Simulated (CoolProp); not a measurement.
Properties of CH3F (R41) along the isobar 19.6 bar.

Computed with CoolProp (reference Helmholtz-energy equation of state, Lemmon 2006). It is a short technical equation, of lower accuracy than the large ones.

```csv
T (K),phase,Z,fugacity coefficient
240,liquid,0.04284,0.3365
251.3,liquid,0.04260,0.4709
262.5,liquid,0.04272,0.6324
273.8,gas,0.7362,0.7908
285,gas,0.7817,0.8183
296.3,gas,0.8153,0.8408
307.6,gas,0.8412,0.8596
318.8,gas,0.8617,0.8753
330.1,gas,0.8787,0.8888
341.3,gas,0.8927,0.9004
```
